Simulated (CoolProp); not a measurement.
Properties of chloromethane (R40) along the isotherm 112.05 °C (Tc = 145.5 °C, pc = 6.929 MPa, ω = 0.150).

Model: reference Helmholtz-energy equation of state, Thol 2014, in CoolProp.

```tsv
p (MPa)	phase	density (kg/m³)	cp (kJ/(kg K))	Joule-Thomson coefficient (K/MPa)
6.3	liquid	706.1	2.161	0.7092
12.6	liquid	750.7	1.854	0.2675
18.9	liquid	779.9	1.731	0.07391
25.2	liquid	802.3	1.659	-0.04070
31.5	liquid	820.9	1.611	-0.1182
37.8	liquid	836.7	1.576	-0.1747
44.1	liquid	850.8	1.548	-0.2180
50.4	liquid	863.4	1.527	-0.2524
56.7	liquid	874.8	1.509	-0.2805
63	liquid	885.4	1.494	-0.3038
69.3	liquid	895.2	1.481	-0.3236
```
